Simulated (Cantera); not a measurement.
Cantera run:

```python
import numpy as np
import cantera as ct

gas_names = """
    H H2 H2S Pb PbS Pb2 S SH S2 S8
""".split()
cond_names = """
    Pb(cr) Pb(L) PbS(s) PbS(L) S(cr1) S(cr2) S(L)
""".split()


# ... load() reads the species with a 1 bar reference pressure and builds the phases ...
atoms = {
    'Pb': {'Pb': 1},
    'H2S': {'H': 2, 'S': 1},
    'H2': {'H': 2},
}
top_T = {}  # K; cautious upper limits of use, not melting points


# ... equilibrate(T, P, feed) seeds the gas with the atoms and calls Mixture.equilibrate('TP', solver="vcs", rtol=1e-11, max_steps=5000) ...
results = []
feed = {'Pb': 1, 'H2S': 0.54, 'H2': 71}  # mol
P = 18  # Pa
for T in [700, 725, 750, 775, 800, 825, 850, 875, 900, 925, 950]:
    mix = equilibrate(T, P, feed)
    results.append((T, P, feed, dict(zip(mix.species_names, mix.species_moles))))

top = {s: max(r[3][s] / sum(r[3][g] for g in gas_names) for r in results) for s in gas_names}
cols = sorted((s for s in top if top[s] > 0.0001), key=lambda s: -top[s])[:8]
seen = [c for c in cond_names if any(r[3].get(c, 0) > 1e-12 for r in results)]
print("log10 of partial pressures in bar; condensed amounts in mol")
print(f"{'T/K':>10s}" + "".join(f"{s[:9]:>10s}" for s in cols + seen))
for T, P, feed, n in results:
    ng = sum(n[g] for g in gas_names)
    print(f"{T:10.4g}" + "".join(f"{np.log10(max(n[s] / ng * P / 1e5, 1e-99)):10.3f}" for s in cols)
          + "".join(f"{n.get(c, 0):10.4g}" for c in seen))
```

It prints:

```
log10 of partial pressures in bar; condensed amounts in mol
       T/K        H2        Pb       PbS       H2S     Pb(L)    PbS(s)
       700    -3.745    -8.953    -9.023    -7.191    0.4852     0.514
       725    -3.745    -8.472    -8.447    -6.994     0.499    0.4982
       750    -3.745    -8.023    -7.910    -6.810    0.5177    0.4736
       775    -3.745    -7.604    -7.409    -6.640    0.5412    0.4334
       800    -3.746    -7.212    -6.940    -6.481    0.5671    0.3628
       825    -3.747    -6.843    -6.501    -6.332    0.5882    0.2288
       850    -3.749    -6.497    -6.120    -6.227    0.5698         0
       875    -3.750    -6.171    -6.027    -6.391    0.3525         0
       900    -3.751    -5.864    -5.968    -6.577   0.01523         0
       925    -3.751    -5.845    -5.977    -6.543         0         0
       950    -3.752    -5.837    -5.988    -6.505         0         0
```

Equilibrium computed with Cantera from the NASA thermochemical tables; the gas is ideal and each condensed phase is pure.
